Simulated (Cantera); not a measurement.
Charge: 1 mol Si2H6, 0.0046 mol Cl2, 920 mol H2, held at 1352 °C and 0.00133 bar.

Method: chemical equilibrium by Gibbs-energy minimisation in Cantera with the NASA 1993 tables (ideal gas, pure condensed phases). Candidate condensed phases: Si; 19 gas species. The feed counts by its element totals alone. Equilibrium is a limit: real reactors are often held back by kinetics, nucleation or transport.

Base state: H2 0.998, H 0.00193, Si 0.000122 (mole fractions); condensed: Si(s).

### Question
What changes in the equilibrium state with this change: temperature from 1352 °C to 800 °C?

### Answer
```tsv
species	before	after
H2	0.998	1.000
H	0.00193	3.85e-7
Si	0.000122	<1e-9
Si(s), mol	1.87	2.00
```

### Question
What changes in the equilibrium state with this change: temperature from 1352 °C to 550 °C?

### Answer
| species | before | after |
|---|---|---|
| H2 | 0.998 | 1.000 |
| H | 0.00193 | <1e-9 |
| Si | 0.000122 | <1e-9 |
| Si(s), mol | 1.87 | 2.00 |

### Question
What changes in the equilibrium state with this change: pressure from 0.00133 bar to 0.00730 bar?

### Answer
```csv
species,before,after
H2,0.998,0.999
H,0.00193,0.000825
Si,0.000122,2.23e-5
"Si(s), mol",1.87,1.97
```
